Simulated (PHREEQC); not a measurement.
Solution (25 °C): 115 mmol/kgw HBF4, 0.8 mmol/kgw ZnSO4 and 8.5 mmol/kgw Na2CO3. Closed to the air; pH follows from the charge balance.

Model: ion-association model, phreeqc.dat, run in PHREEQC.

Precipitation was switched off in this run.

Q: Order these F species by the share of F that they hold, largest first: BF3OH-, BF2(OH)2-, HF, BF4-.

A: BF4- (95 %), HF (3.2 %), BF3OH- (1.7 %), BF2(OH)2- (0.10 %)

Q: Order these S species by the share of S that they hold, largest first: HSO4-, ZnSO4, NaSO4-, SO4-2.

A: HSO4- (77 %), SO4-2 (22 %), NaSO4- (0.67 %), ZnSO4 (0.52 %)

The pH is 1.11 and the ionic strength 0.114 mol/kgw. Species that the database lacks are ignored. Real BF4- forms and hydrolyses slowly; the run takes it at equilibrium.
